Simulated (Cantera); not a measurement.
A perfectly stirred reactor is fed with H₂ : O₂ = 0.044 : 0.29 (molar parts), at 0.0267 bar; it is held at 1450 K, and followed from long to short residence time.

Model: the H2/O2 subset of GRI-Mech 3.0, which has no nitrogen chemistry, integrated in Cantera. Radical loss at walls, strong at low pressure, is not modelled. The temperature is held fixed by assumption; the heat of reaction is taken as removed at once.

One state of this run: x H₂ = 0.000191; x O₂ = 0.856; x O = 0.00205; x H₂O = 0.139; x OH = 0.00278; x H = 0.000132. x: mole fraction; the columns are a selection and need not sum to one.

Task: Which value of τ (s) does it belong to?
(A) 0.00034
(B) 0.49
(C) 3.9
(D) 1.4

Result: D, 1.4
